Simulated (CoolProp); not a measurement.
Vapour-liquid equilibrium of R245fa (1) + isopentane (2) at 373 K; x and y are mole fractions of (1).

Values from CoolProp's multi-fluid Helmholtz-energy mixture model, Akasaka 2015 and Lemmon 2006; pair parameters Bell 2016.

| x | bubble pressure (MPa) | y at the bubble point | dew pressure at overall composition x (MPa) | liquid density (mol/L) |
|---|---|---|---|---|
| 0.05 | 0.8358 | 0.154 | 0.7543 | 7.308 |
| 0.2 | 1.106 | 0.408 | 0.8767 | 7.270 |
| 0.35 | 1.277 | 0.536 | 1.035 | 7.247 |
| 0.5 | 1.376 | 0.619 | 1.229 | 7.268 |
| 0.65 | 1.425 | 0.690 | 1.403 | 7.378 |
| 0.8 | 1.426 | 0.773 | 1.415 | 7.618 |
| 0.95 | 1.334 | 0.916 | 1.305 | 8.005 |

y crosses x between x = 0.65 and 0.8: the model has an azeotrope there.

The pair parameters rest on a limited set of measurements; away from them the model extrapolates.
